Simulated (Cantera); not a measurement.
# Equilibrium for carbon deposition, reforming and gasification: C2H5OH + CO2 + H2S

Feed: 1 mol C2H5OH, 1.6 mol CO2, 0.22 mol H2S, held at 133 Pa.

These are equilibrium values from Cantera (NASA tables, ideal gas, pure condensed phases), not measurements of a reactor. Candidate condensed phases: C, C6H6, C7H8, C8H18, H2O, H2SO4, S; 123 gas species. The numbers say what is thermodynamically allowed, not how fast it happens.

| T (K) | x CO | x H2 | x H | x H2O | x CO2 | x O | x S | x S2 | x OH | x H2S |
|---|---|---|---|---|---|---|---|---|---|---|
| 1373 | 0.490 | 0.402 | 5.78e-5 | 0.0546 | 0.0323 | 1.86e-11 | 2.25e-5 | 0.0101 | 1.40e-7 | 0.0105 |
| 1523 | 0.493 | 0.401 | 0.000401 | 0.0591 | 0.0271 | 1.56e-9 | 0.000161 | 0.0123 | 1.82e-6 | 0.00527 |
| 1673 | 0.496 | 0.398 | 0.00197 | 0.0615 | 0.0231 | 5.84e-8 | 0.000748 | 0.0123 | 1.46e-5 | 0.00276 |
| 1823 | 0.496 | 0.394 | 0.00745 | 0.0614 | 0.0198 | 1.17e-6 | 0.00249 | 0.0104 | 8.08e-5 | 0.00147 |
| 1973 | 0.493 | 0.383 | 0.0229 | 0.0589 | 0.0169 | 1.47e-5 | 0.00603 | 0.00686 | 0.000334 | 0.000738 |
| 2123 | 0.484 | 0.359 | 0.0589 | 0.0547 | 0.0147 | 0.000129 | 0.0104 | 0.00311 | 0.00111 | 0.000315 |
| 2273 | 0.465 | 0.312 | 0.129 | 0.0486 | 0.0131 | 0.000877 | 0.0131 | 0.000976 | 0.00310 | 0.000109 |
| 2423 | 0.435 | 0.239 | 0.237 | 0.0375 | 0.0114 | 0.00466 | 0.0140 | 0.000266 | 0.00704 | 3.26e-5 |
| 2573 | 0.398 | 0.153 | 0.368 | 0.0200 | 0.00811 | 0.0169 | 0.0149 | 8.51e-5 | 0.0108 | 9.07e-6 |
x: gas mole fraction; nothing condenses.

From 1373 K to 2573 K nothing is condensed. The main C-bearing gas is CO throughout.
